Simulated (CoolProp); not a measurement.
Properties of methanol along the isobar 9.44 MPa (Tc = 513.4 K, pc = 8.216 MPa, ω = 0.565).

Model: reference Helmholtz-energy equation of state, de Reuck 1993, in CoolProp.

```json
[
 {"T (K)": "418", "phase": "liquid", "isothermal compressibility (1/MPa)": "0.002975", "conductivity (mW/(m K))": "181"},
 {"T (K)": "423.1", "phase": "liquid", "isothermal compressibility (1/MPa)": "0.003173", "conductivity (mW/(m K))": "180"},
 {"T (K)": "428.2", "phase": "liquid", "isothermal compressibility (1/MPa)": "0.003397", "conductivity (mW/(m K))": "179"},
 {"T (K)": "433.3", "phase": "liquid", "isothermal compressibility (1/MPa)": "0.003650", "conductivity (mW/(m K))": "178"},
 {"T (K)": "438.4", "phase": "liquid", "isothermal compressibility (1/MPa)": "0.003940", "conductivity (mW/(m K))": "177"},
 {"T (K)": "443.5", "phase": "liquid", "isothermal compressibility (1/MPa)": "0.004273", "conductivity (mW/(m K))": "176"},
 {"T (K)": "448.6", "phase": "liquid", "isothermal compressibility (1/MPa)": "0.004660", "conductivity (mW/(m K))": "176"},
 {"T (K)": "453.7", "phase": "liquid", "isothermal compressibility (1/MPa)": "0.005112", "conductivity (mW/(m K))": "175"},
 {"T (K)": "458.9", "phase": "liquid", "isothermal compressibility (1/MPa)": "0.005658", "conductivity (mW/(m K))": "174"},
 {"T (K)": "464", "phase": "liquid", "isothermal compressibility (1/MPa)": "0.006300", "conductivity (mW/(m K))": "173"},
 {"T (K)": "469.1", "phase": "liquid", "isothermal compressibility (1/MPa)": "0.007080", "conductivity (mW/(m K))": "172"},
 {"T (K)": "474.2", "phase": "liquid", "isothermal compressibility (1/MPa)": "0.008046", "conductivity (mW/(m K))": "171"}
]
```

Thermal conductivity comes from a separate model (Sykioti 2013).
